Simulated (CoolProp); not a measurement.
Properties of cis-2-butene along the isobar 4.57 MPa (Tc = 435.8 K, pc = 4.236 MPa, ω = 0.202).

Computed with CoolProp (reference Helmholtz-energy equation of state, Lemmon 2005). It is a short technical equation, of lower accuracy than the large ones.

```
T (K)   phase       Z  speed of sound (m/s)  Joule-Thomson coefficient (K/MPa)  expansivity (1/kK)  fugacity coefficient
-----  ------  ------  --------------------  ---------------------------------  ------------------  --------------------
183.3  liquid  0.2268                  1657                            -0.5124               1.364              8.284e-5
203.7  liquid  0.2100                  1538                            -0.5001               1.400             0.0004955
224.2  liquid  0.1964                  1421                            -0.4797               1.451              0.002042
244.6  liquid  0.1856                  1307                            -0.4514               1.520              0.006331
265    liquid  0.1768                  1196                            -0.4143               1.610               0.01593
285.5  liquid  0.1698                  1087                            -0.3669               1.729               0.03422
305.9  liquid  0.1645                 980.2                            -0.3068               1.885               0.06452
326.4  liquid  0.1605                 874.2                            -0.2280               2.099                0.1102
```
